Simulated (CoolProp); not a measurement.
The numbers come from the reference Helmholtz-energy equation of state, Wagner 2002 in CoolProp.

Question: Give the vapour pressure (MPa), liquid viscosity (µPa s), vapour viscosity (µPa s) of saturated water at 239.45 °C.

Answer: 
```
T (°C)  p (MPa)  liquid viscosity (µPa s)  vapour viscosity (µPa s)
------  -------  ------------------------  ------------------------
239.45     3.31                       111                      17.0
```

Viscosity comes from a separate model (Huber 2009).
